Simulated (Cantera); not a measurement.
Ignition delay

Mixture: C₃H₈ : O₂ : N₂ : CO₂ = 1 : 7.69 : 30 : 2.6 (molar parts), equivalence ratio 0.65, at 10.0 bar, adiabatic and at constant volume. Ignition delay is the time to a rise of 400 K.

Detailed kinetics in Cantera: GRI-Mech 3.0 (53 species, 325 reactions). GRI-Mech 3.0 was tuned for natural gas; its chemistry of propane as a main component is partial and can be far from experiment.

```tsv
T0 (K)	delay (ms)
1000	69.1
1100	10.2
1200	1.63
1300	0.294
1400	0.0666
1500	0.0199
1600	0.00765
1700	0.00365
1800	0.00206
```

```yaml
apparent activation energy between 1600 and 1800 K: 160 kJ/mol
```
